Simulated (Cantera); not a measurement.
Adiabatic ignition

An adiabatic, constant-volume homogeneous reactor starts with 17.4 % CH4, 17.4 % O2, 65.3 % N2, equivalence ratio 2.0, at 1473 K and 1.20 bar.

Detailed kinetics in Cantera: GRI-Mech 3.0 (53 species, 325 reactions).

| t (s) | T (K) | P (bar) | x CH4 | x O2 | x HCO | x N2O | x CO2 | x H2O | x CH3 |
|---|---|---|---|---|---|---|---|---|---|
| 4.00e-6 | 1473 | 1.20 | 0.174 | 0.174 | <1e-12 | <1e-12 | <1e-12 | 7.09e-8 | 8.11e-7 |
| 1.53e-5 | 1473 | 1.20 | 0.174 | 0.174 | 1.33e-12 | 4.06e-12 | 1.18e-11 | 5.51e-7 | 3.47e-6 |
| 5.85e-5 | 1473 | 1.20 | 0.174 | 0.174 | 3.71e-11 | 4.58e-11 | 9.60e-10 | 7.47e-6 | 1.86e-5 |
| 0.000224 | 1473 | 1.20 | 0.173 | 0.174 | 1.92e-9 | 3.15e-10 | 1.04e-7 | 0.000119 | 0.000102 |
| 0.000856 | 1483 | 1.21 | 0.171 | 0.172 | 5.48e-8 | 2.62e-9 | 4.52e-6 | 0.00179 | 0.000257 |
| 0.00327 | 2741 | 2.65 | 3.64e-11 | 7.43e-5 | 5.75e-7 | 4.05e-8 | 0.0155 | 0.126 | 6.36e-11 |
| 0.0125 | 2741 | 2.65 | 3.64e-11 | 7.43e-5 | 5.75e-7 | 4.05e-8 | 0.0155 | 0.126 | 6.36e-11 |
| 0.0479 | 2741 | 2.65 | 3.64e-11 | 7.43e-5 | 5.75e-7 | 4.05e-8 | 0.0155 | 0.126 | 6.36e-11 |
| 0.183 | 2741 | 2.65 | 3.64e-11 | 7.43e-5 | 5.75e-7 | 4.05e-8 | 0.0155 | 0.126 | 6.36e-11 |
| 0.700 | 2741 | 2.65 | 3.64e-11 | 7.43e-5 | 5.75e-7 | 4.05e-8 | 0.0155 | 0.126 | 6.36e-11 |
x: mole fraction; the columns are a selection and need not sum to one.

- time of steepest temperature rise = 1.74 ms
- temperature at 0.700 s = 2741 K
- equilibrium temperature = 2741 K
- x(CH4) at 0.700 s = 3.64e-11 (gas-phase equilibrium 4.10e-11)
- x(O2) at 0.700 s = 7.43e-5 (gas-phase equilibrium 7.43e-5)
- x(HCO) at 0.700 s = 5.75e-7 (gas-phase equilibrium 5.75e-7)
